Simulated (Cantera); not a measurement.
**Si + CO2 + H2 (thermal oxidation and active oxidation of silicon)**

Feed: 1 mol Si, 0.36 mol CO2, a varied amount of H2, at 1475 K and 0.100 bar.

Equilibrium computed with Cantera from the NASA thermochemical tables; the gas is ideal and each condensed phase is pure. Candidate condensed phases: C, C6H6, C7H8, C8H18, H2O, Si, SiC, SiO2; 123 gas species. Mutual solubility and eutectic melting of coexisting phases are not modelled. The tables hold silica as quartz up to 1696 K and as liquid above; real silica turns to tridymite and cristobalite and melts near 1996 K. Equilibrium is a limit: real reactors are often held back by kinetics, nucleation or transport.

From 4.1 mol H2 to 180 mol H2 the condensed part is Si(s) + SiC(s) + SiO2(β-quartz). From 330 mol H2 to 620 mol H2 the condensed part is SiC(s). The main Si-bearing gas is SiO throughout. The share of Si in condensed phases is highest at 4.1 mol H2 (98.7 %) and lowest at 620 mol H2 (31.9 %).

```tsv
n(H2) (mol)	x H2	x SiO	x CO	x H	n Si(s)	n SiC(s)	n SiO2(β-quartz)
4.1	0.997	0.00326	8.06e-5	4.09e-5	0.274	0.360	0.353
7.7	0.997	0.00326	8.06e-5	4.09e-5	0.268	0.359	0.347
14	0.997	0.00326	8.06e-5	4.09e-5	0.259	0.359	0.337
27	0.997	0.00326	8.06e-5	4.09e-5	0.239	0.358	0.315
50	0.997	0.00326	8.06e-5	4.09e-5	0.204	0.356	0.276
94	0.997	0.00326	8.06e-5	4.09e-5	0.138	0.352	0.202
180	0.997	0.00326	8.06e-5	4.09e-5	0.00774	0.345	0.0581
330	0.998	0.00206	0.000119	4.10e-5	0	0.320	0
620	0.999	0.00110	6.28e-5	4.10e-5	0	0.319	0
```
x: gas mole fraction; n: condensed amount in mol.
